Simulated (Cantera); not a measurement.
What does this Cantera script print?

```python
import numpy as np
import cantera as ct

gas_names = [...]  # 115 gases of nasa_gas.yaml made of C, Ca, H, O
cond_names = """
    C(gr) C6H6(L) C7H8(L) C8H18(L),n-octa Ca(a) Ca(b) Ca(L) CaCO3(caL) CaO(s) CaO(L) CaO2H2(s) H2O(s)
    H2O(L)
""".split()


# ... load() reads the species with a 1 bar reference pressure and builds the phases ...
atoms = {
    'Ca(OH)2': {'Ca': 1, 'O': 2, 'H': 2},
    'CO2': {'C': 1, 'O': 2},
    'H2': {'H': 2},
}
top_T = {'C(gr)': 4500}  # K; cautious upper limits of use, not melting points


# ... equilibrate(T, P, feed) seeds the gas with the atoms and calls Mixture.equilibrate('TP', solver="vcs", rtol=1e-11, max_steps=5000) ...
results = []
feed = {'Ca(OH)2': 1, 'CO2': 0.22, 'H2': 0.15}  # mol
P = 1100  # Pa
for T in [1348, 1398, 1448, 1498, 1548, 1598, 1648, 1698, 1748, 1798, 1848, 1898, 1948, 1998]:
    mix = equilibrate(T, P, feed)
    results.append((T, P, feed, dict(zip(mix.species_names, mix.species_moles))))
    x = sorted(zip(gas.X, gas.species_names), reverse=True)
    print(f"T = {T:g} K  P = {P:g} Pa  gas = {mix.phase_moles(0):.4g} mol")
    print("   x: " + "  ".join(f"{s} {v:.3e}" for v, s in x if v > 1e-06))
    print("   condensed (mol): " + ("  ".join(f"{mix.phase(i).name} {mix.phase_moles(i):.4g}"
          for i in range(1, mix.n_phases) if mix.phase_moles(i) > 1e-12) or "none"))
```

Result:

```
T = 1348 K  P = 1100 Pa  gas = 1.37 mol
   x: H2O 7.579e-01  CO2 1.326e-01  H2 8.155e-02  CO 2.793e-02  H 6.300e-06
   condensed (mol): CaO(s) 1
T = 1398 K  P = 1100 Pa  gas = 1.37 mol
   x: H2O 7.596e-01  CO2 1.309e-01  H2 7.977e-02  CO 2.972e-02  H 1.274e-05  OH 2.393e-06
   condensed (mol): CaO(s) 1
T = 1448 K  P = 1100 Pa  gas = 1.37 mol
   x: H2O 7.613e-01  CO2 1.292e-01  H2 7.808e-02  CO 3.140e-02  H 2.456e-05  OH 5.699e-06
   condensed (mol): CaO(s) 1
T = 1498 K  P = 1100 Pa  gas = 1.37 mol
   x: H2O 7.629e-01  CO2 1.276e-01  H2 7.648e-02  CO 3.299e-02  H 4.531e-05  OH 1.282e-05
   condensed (mol): CaO(s) 1
T = 1548 K  P = 1100 Pa  gas = 1.37 mol
   x: H2O 7.643e-01  CO2 1.261e-01  H2 7.497e-02  CO 3.449e-02  H 8.039e-05  OH 2.738e-05
   condensed (mol): CaO(s) 1
T = 1598 K  P = 1100 Pa  gas = 1.37 mol
   x: H2O 7.657e-01  CO2 1.247e-01  H2 7.355e-02  CO 3.589e-02  H 1.376e-04  OH 5.578e-05  CaO2H2 1.514e-06
   condensed (mol): CaO(s) 1
T = 1648 K  P = 1100 Pa  gas = 1.37 mol
   x: H2O 7.669e-01  CO2 1.233e-01  H2 7.220e-02  CO 3.721e-02  H 2.282e-04  OH 1.089e-04  CaO2H2 2.758e-06  O2 1.352e-06
   condensed (mol): CaO(s) 1
T = 1698 K  P = 1100 Pa  gas = 1.37 mol
   x: H2O 7.679e-01  CO2 1.221e-01  H2 7.094e-02  CO 3.845e-02  H 3.672e-04  OH 2.044e-04  CaO2H2 4.846e-06  O2 4.126e-06
   condensed (mol): CaO(s) 1
T = 1748 K  P = 1100 Pa  gas = 1.371 mol
   x: H2O 7.688e-01  CO2 1.209e-01  H2 6.974e-02  CO 3.962e-02  H 5.753e-04  OH 3.700e-04  O2 1.182e-05  CaO2H2 8.236e-06  O 2.403e-06
   condensed (mol): CaO(s) 1
T = 1798 K  P = 1100 Pa  gas = 1.371 mol
   x: H2O 7.693e-01  CO2 1.197e-01  H2 6.863e-02  CO 4.072e-02  H 8.795e-04  OH 6.480e-04  O2 3.193e-05  CaO2H2 1.358e-05  O 6.432e-06
   condensed (mol): CaO(s) 1
T = 1848 K  P = 1100 Pa  gas = 1.372 mol
   x: H2O 7.695e-01  CO2 1.186e-01  H2 6.763e-02  CO 4.179e-02  H 1.315e-03  OH 1.100e-03  O2 8.160e-05  CaO2H2 2.175e-05  O 1.631e-05  CaOH 1.275e-06
   condensed (mol): CaO(s) 1
T = 1898 K  P = 1100 Pa  gas = 1.373 mol
   x: H2O 7.690e-01  CO2 1.174e-01  H2 6.679e-02  CO 4.285e-02  H 1.926e-03  OH 1.814e-03  O2 1.977e-04  O 3.932e-05  CaO2H2 3.394e-05  CaOH 2.594e-06
   condensed (mol): CaO(s) 0.9999
T = 1948 K  P = 1100 Pa  gas = 1.375 mol
   x: H2O 7.675e-01  CO2 1.161e-01  H2 6.621e-02  CO 4.397e-02  OH 2.907e-03  H 2.772e-03  O2 4.537e-04  O 9.021e-05  CaO2H2 5.167e-05  CaOH 5.089e-06
   condensed (mol): CaO(s) 0.9999
T = 1998 K  P = 1100 Pa  gas = 1.377 mol
   x: H2O 7.645e-01  CO2 1.144e-01  H2 6.608e-02  CO 4.527e-02  OH 4.526e-03  H 3.932e-03  O2 9.826e-04  O 1.969e-04  CaO2H2 7.680e-05  CaOH 9.672e-06
   condensed (mol): CaO(s) 0.9999
```

These are equilibrium values from Cantera (NASA tables, ideal gas, pure condensed phases), not measurements of a reactor.
